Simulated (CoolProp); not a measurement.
R1224YDZ along the isobar 165 bar: fugacity coefficient from the reference equation and from simpler models built on Tc = 428.7 K, pc = 33.34 bar, ω = 0.325; each cubic takes its own stable root.

Values from CoolProp's reference Helmholtz-energy equation of state, Akasaka 2023.

```json
[
 {"T (K)": "227.5", "phase": "liquid", "reference": "0.0006237", "van der Waals": "0.03164", "Redlich-Kwong": "0.002597", "Peng-Robinson": "0.0006771"},
 {"T (K)": "258.2", "phase": "liquid", "reference": "0.003492", "van der Waals": "0.05758", "Redlich-Kwong": "0.01008", "Peng-Robinson": "0.003574"},
 {"T (K)": "288.9", "phase": "liquid", "reference": "0.01243", "van der Waals": "0.09183", "Redlich-Kwong": "0.02705", "Peng-Robinson": "0.01240"},
 {"T (K)": "319.6", "phase": "liquid", "reference": "0.03242", "van der Waals": "0.1333", "Redlich-Kwong": "0.05665", "Peng-Robinson": "0.03210"},
 {"T (K)": "350.3", "phase": "liquid", "reference": "0.06779", "van der Waals": "0.1805", "Redlich-Kwong": "0.09981", "Peng-Robinson": "0.06717"},
 {"T (K)": "381", "phase": "liquid", "reference": "0.1205", "van der Waals": "0.2318", "Redlich-Kwong": "0.1552", "Peng-Robinson": "0.1199"},
 {"T (K)": "411.7", "phase": "liquid", "reference": "0.1893", "van der Waals": "0.2857", "Redlich-Kwong": "0.2200", "Peng-Robinson": "0.1894"},
 {"T (K)": "442.4", "phase": "supercritical", "reference": "0.2706", "van der Waals": "0.3407", "Redlich-Kwong": "0.2905", "Peng-Robinson": "0.2719"},
 {"T (K)": "473.1", "phase": "supercritical", "reference": "0.3591", "van der Waals": "0.3955", "Redlich-Kwong": "0.3632", "Peng-Robinson": "0.3615"}
]
```
